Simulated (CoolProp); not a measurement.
Vapour-liquid equilibrium of R143a (1) + fluoroethane (R161) (2) at 40.3 kPa; x and y are mole fractions of (1).

Computed with CoolProp (multi-fluid Helmholtz-energy mixture model, Lemmon and Jacobsen 2000 and Wu 2012; pair parameters Bell 2016).

Task: Give the bubble temperature and the first vapour's composition at x = 0.275, 0.5, 0.8. Is there an azeotrope?

Result: x = 0.275: -59.2 °C, y = 0.392; x = 0.5: -61.3 °C, y = 0.621; x = 0.8: -63.6 °C, y = 0.864. No azeotrope shows between x = 0.05 and 0.95.

Pair parameters are fitted to limited data, so mixtures are less certain than the pure fluids.
